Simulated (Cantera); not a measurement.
A perfectly stirred reactor is fed with CH4 : H2 : O2 : N2 : H2O = 1 : 0.94 : 1.9 : 7.14 : 0.77 (molar parts), equivalence ratio 1.3, at 320000 Pa; it is adiabatic with a 673 K inlet, and is followed from long to short residence time, starting on the burning branch (τ in s: 0.035, 0.018, 0.0094, 0.0049, 0.0025, 0.0013, 0.00069, 0.00036, 0.00019, 9.7e-05, 5.1e-05, 2.6e-05, 1.4e-05).

Detailed kinetics in Cantera: GRI-Mech 3.0 (53 species, 325 reactions).

Q: What does this change do: inlet temperature 673 to 498 K?

A: 
| quantity | before | after |
|---|---|---|
| blow-out, bracketed by the residence times tried | burning at 51.0 µs, out at 26.0 µs | burning at 97.0 µs, out at 51.0 µs |
| x(CH4) at τ = 35.0 ms | 2.54e-5 | 7.89e-5 |
| x(H2) at τ = 35.0 ms | 0.0520 | 0.0529 |
| x(O2) at τ = 35.0 ms | 9.76e-5 | 0.000108 |
| x(O) at τ = 35.0 ms | 2.15e-5 | 7.38e-6 |
| x(N2O) at τ = 35.0 ms | 1.78e-8 | 1.07e-8 |
| x(CH4) at τ = 0.690 ms | 0.000149 | 0.000345 |
| x(H2) at τ = 0.690 ms | 0.0525 | 0.0528 |
| x(O2) at τ = 0.690 ms | 0.00130 | 0.00158 |
| x(O) at τ = 0.690 ms | 0.000209 | 9.53e-5 |
| x(N2O) at τ = 0.690 ms | 5.28e-8 | 4.75e-8 |
